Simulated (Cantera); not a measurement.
Feed: 1 mol MgSO4, 0.23 mol CO2, at 1625 °C and 1200 Pa.

These are equilibrium values from Cantera (NASA tables, ideal gas, pure condensed phases), not measurements of a reactor. Candidate condensed phases: C, Mg, MgCO3, MgO, MgS, MgSO4, S; 26 gas species. Rates play no part.

Task: What is the equilibrium state?

Result: 
- x(SO2) = 0.576
- x(O2) = 0.289
- x(CO2) = 0.132
- x(O) = 0.00144
- x(CO) = 0.00120
- x(SO) = 0.000550
- x(SO3) = 0.000258
- n(MgO(s)) = 1.000 mol
- gas amount = 1.733 mol
- log10 activity of S(l) (absent) = -7.36
- log10 activity of Mg(l) (absent) = -9.49
- log10 activity of C(graphite) (absent) = -11.25
